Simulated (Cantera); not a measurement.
**Stirred combustor or abatement burner**

A perfectly stirred reactor is fed with 11.3 % CH4, 2.14 % CO, 18.2 % O2, 68.4 % N2, equivalence ratio 1.3, at 1.00 atm; it is adiabatic with a 500 K inlet, and is followed from long to short residence time, starting on the burning branch (τ in s: 0.13, 0.05, 0.019, 0.0072, 0.0027, 0.001, 0.00039, 0.00015, 5.5e-05).

Cantera simulation using GRI-Mech 3.0 (53 species, 325 reactions); the numbers are that mechanism's predictions, not measurements.

```json
[
 {"τ (s)": "0.13", "T (K)": "2201", "x CH4": "1.14e-5", "x CO": "0.0676", "x O2": "0.000131", "x NO2": "5.48e-9", "x HCO": "5.96e-8", "x CO2": "0.0608"},
 {"τ (s)": "0.050", "T (K)": "2193", "x CH4": "1.78e-5", "x CO": "0.0676", "x O2": "0.000236", "x NO2": "6.77e-9", "x HCO": "1.14e-7", "x CO2": "0.0607"},
 {"τ (s)": "0.019", "T (K)": "2180", "x CH4": "2.75e-5", "x CO": "0.0677", "x O2": "0.000439", "x NO2": "8.01e-9", "x HCO": "2.39e-7", "x CO2": "0.0605"},
 {"τ (s)": "0.0072", "T (K)": "2162", "x CH4": "4.50e-5", "x CO": "0.0678", "x O2": "0.000812", "x NO2": "8.92e-9", "x HCO": "5.27e-7", "x CO2": "0.0601"},
 {"τ (s)": "0.0027", "T (K)": "2136", "x CH4": "8.11e-5", "x CO": "0.0681", "x O2": "0.00147", "x NO2": "9.23e-9", "x HCO": "1.21e-6", "x CO2": "0.0595"},
 {"τ (s)": "0.0010", "T (K)": "2103", "x CH4": "0.000165", "x CO": "0.0688", "x O2": "0.00262", "x NO2": "8.70e-9", "x HCO": "2.90e-6", "x CO2": "0.0583"},
 {"τ (s)": "0.00039", "T (K)": "2064", "x CH4": "0.000366", "x CO": "0.0704", "x O2": "0.00460", "x NO2": "7.47e-9", "x HCO": "6.89e-6", "x CO2": "0.0560"},
 {"τ (s)": "0.00015", "T (K)": "2006", "x CH4": "0.00102", "x CO": "0.0747", "x O2": "0.00929", "x NO2": "5.65e-9", "x HCO": "1.76e-5", "x CO2": "0.0502"},
 {"τ (s)": "5.5e-5", "T (K)": "500", "x CH4": "0.113", "x CO": "0.0214", "x O2": "0.182", "x NO2": "<1e-12", "x HCO": "<1e-12", "x CO2": "<1e-12"}
]
```
x: mole fraction; the columns are a selection and need not sum to one.
